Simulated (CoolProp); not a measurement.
Fluoroethane (R161) along the isobar 5 MPa: density (kg/m³) from the reference equation and from simpler models built on Tc = 375.2 K, pc = 5.010 MPa, ω = 0.216; each cubic takes its own stable root.

The numbers come from the reference Helmholtz-energy equation of state, Wu 2012 in CoolProp.

```tsv
T (K)	phase	reference	van der Waals	Redlich-Kwong	Soave-Redlich-Kwong	Peng-Robinson
312.3	liquid	694.6	___	556.5	576.3	651.9
327.6	liquid	658.4	___	519.2	538.0	608.0
342.9	liquid	615.0	___	474.8	___	___
358.2	liquid	558.2	324.1	417.1	430.3	482.9
373.5	liquid	437.5	255.7	306.1	311.2	343.3
388.8	gas	129.3	125.2	128.4	125.2	131.6
404.1	gas	107.7	107.6	108.5	105.4	110.0
419.4	gas	95.60	96.68	96.66	93.69	97.36
434.7	gas	87.18	88.76	88.27	85.45	88.51
450	gas	80.78	82.55	___	79.13	81.75
```

Task: Some entries are withheld; supply them.

Result: 
- 312.3, van der Waals: 402.6
- 327.6, van der Waals: 382.0
- 342.9, van der Waals: 357.2
- 342.9, Soave-Redlich-Kwong: 491.6
- 342.9, Peng-Robinson: 554.4
- 450, Redlich-Kwong: 81.81
